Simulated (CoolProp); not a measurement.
Model: reference Helmholtz-energy equation of state, Zhou 2011, in CoolProp.

Problem. For dimethyl carbonate, give the phase and the cp (kJ/(kg K)), Joule-Thomson coefficient (K/MPa) at 296.25 °C and 162 bar.

Solution. 
- 296.25 °C and 162 bar: supercritical; cp 2.57, Joule-Thomson coefficient 0.481
